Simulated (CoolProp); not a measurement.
Vapour-liquid equilibrium of benzene (1) + cyclohexane (2) at 145.45 °C; x and y are mole fractions of (1).

Computed with CoolProp (multi-fluid Helmholtz-energy mixture model, Thol 2012 and Zhou 2014; pair parameters Bell 2016).

Task: Give the bubble pressure and the first vapour's composition at x = 0.25, 0.35, 0.55. Is there an azeotrope?

Result: x = 0.25: 0.5402 MPa, y = 0.284; x = 0.35: 0.5492 MPa, y = 0.380; x = 0.55: 0.5585 MPa, y = 0.558. y crosses x between x = 0.55 and 0.65: the model has an azeotrope there.

Pair parameters are fitted to limited data, so mixtures are less certain than the pure fluids.
